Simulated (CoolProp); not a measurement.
The numbers come from the reference Helmholtz-energy equation of state, Lemmon 2006 in CoolProp. It is a short technical equation, of lower accuracy than the large ones.

Task: For carbon monoxide, give the phase and the cp (kJ/(kg K)), cv (kJ/(kg K)) at 389.8 K and 0.319 MPa.

Result: 
- 389.8 K and 0.319 MPa: gas; cp 1.05, cv 0.750
